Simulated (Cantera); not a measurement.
Aluminium and copper etching: Al + Cl2

Input: 1 mol Al, 3.4 mol Cl2, equilibrated at 66.0 mbar.

Equilibrium computed with Cantera from the NASA thermochemical tables; the gas is ideal and each condensed phase is pure. Candidate condensed phases: Al, AlCl3; 8 gas species. Rates play no part.

| T (K) | x Cl2 | x AlCl3 | x Al2Cl6 | x Cl |
|---|---|---|---|---|
| 475 | 0.791 | 0.00187 | 0.207 | 1.06e-10 |
| 525 | 0.788 | 0.00820 | 0.203 | 2.02e-9 |
| 575 | 0.781 | 0.0270 | 0.192 | 2.31e-8 |
| 625 | 0.764 | 0.0695 | 0.166 | 1.78e-7 |
| 675 | 0.736 | 0.141 | 0.123 | 1.01e-6 |
| 725 | 0.702 | 0.226 | 0.0717 | 4.47e-6 |
| 775 | 0.677 | 0.290 | 0.0330 | 1.64e-5 |
| 825 | 0.664 | 0.323 | 0.0134 | 5.21e-5 |
| 875 | 0.659 | 0.336 | 0.00545 | 0.000146 |
| 925 | 0.656 | 0.341 | 0.00236 | 0.000365 |
| 975 | 0.655 | 0.343 | 0.00110 | 0.000834 |
x: gas mole fraction; nothing condenses.

From 475 K to 975 K nothing is condensed. The main Al-bearing gas is Al2Cl6 at 475 K and AlCl3 at 975 K.
